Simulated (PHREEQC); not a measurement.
Make-up at 80 °C: 0.022 mol BaCl2 and 0.00012 mol KCl per kg of water. Closed to the air; pH follows from the charge balance.

Equilibrium calculation in PHREEQC: ion-association model, phreeqc.dat.

Precipitation was switched off in this run.

Question: Estimate the specific conductance, density.

Answer: specific conductance 12100 µS/cm; density 0.976 g/cm³.

Away from 25 °C the constants follow the database's enthalpies or fits; those with neither stay at their 25 °C values.
